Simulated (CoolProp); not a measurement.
Nitrogen along the isobar 0.664 MPa: density (kg/m³) from the reference equation and from simpler models built on Tc = -147.0 °C, pc = 3.396 MPa, ω = 0.037; each cubic takes its own stable root.

The numbers come from the reference Helmholtz-energy equation of state, Span 2000 in CoolProp.

| T (°C) | phase | reference |
|---|---|---|
| -186.45 | liquid | 763.2 |
| -159.55 | gas | 21.78 |
| -132.65 | gas | 16.73 |
| -105.85 | gas | 13.74 |
| -78.95 | gas | 11.71 |
| -52.05 | gas | 10.21 |
| -25.25 | gas | 9.073 |
| 1.65 | gas | 8.164 |
| 28.55 | gas | 7.423 |
| 55.35 | gas | 6.809 |

How far does each simpler model (Redlich-Kwong, Peng-Robinson) lie from the reference over these 10 states: mean and median of the absolute difference, and the worst?


- Redlich-Kwong: mean 0.1 %, median 0.1 %, worst +0.2 % at -132.65 °C and 0.664 MPa
- Peng-Robinson: mean 1.6 %, median 0.4 %, worst +12.4 % at -186.45 °C and 0.664 MPa
